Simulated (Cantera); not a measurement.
# Nitride etching: Si₃N₄ + NF₃

Charge: 1 mol Si₃N₄, 0.54 mol NF₃, held at 750 K and 100000 Pa.

Cantera equilibrium calculation (NASA polynomials, part measured and part estimated; ideal gas, pure solids and liquids). Candidate condensed phases: Si, Si₃N₄; 16 gas species. Rates play no part.

* **x(N₂)**: 0.571
* **x(SiF₄)**: 0.429
* **n(Si₃N₄(s))**: 0.865 mol
* **gas amount**: 0.9450 mol
* **log10 activity of Si(s) (absent)**: -11.37
